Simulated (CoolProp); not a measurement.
A single-stage vapour-compression cycle with chlorine: evaporating at 258.15 K (dew point), condensing at 287.15 K (bubble point), superheat 5 K, subcooling 8 K, compressor efficiency 0.65, no pressure losses. Each further row changes one setting.

The numbers come from the reference Helmholtz-energy equation of state, Thol 2021 in CoolProp.

```tsv
case	cooling COP	pressure ratio	discharge temperature (K)	refrigerating effect (kJ/kg)	volumetric capacity (kJ/m³)
as stated	5.26	2.61	366.7	258	1900
evaporating temperature 263.15 K	(withheld)	(withheld)	(withheld)	(withheld)	2270
condensing temperature 282.15 K	6.47	2.24	349.1	263	1940
subcooling 13 K	(withheld)	2.61	366.7	263	1940
superheat 15 K	5.14	2.61	380.3	263	1860
compressor efficiency 0.55	4.45	2.61	(withheld)	258	1900
```

Question: Fill in the missing entries.

Answer: 
- evaporating temperature 263.15 K, cooling COP: 6.60
- evaporating temperature 263.15 K, pressure ratio: 2.17
- evaporating temperature 263.15 K, discharge temperature (K): 351.5
- evaporating temperature 263.15 K, refrigerating effect (kJ/kg): 260
- subcooling 13 K, cooling COP: 5.36
- compressor efficiency 0.55, discharge temperature (K): 383.6
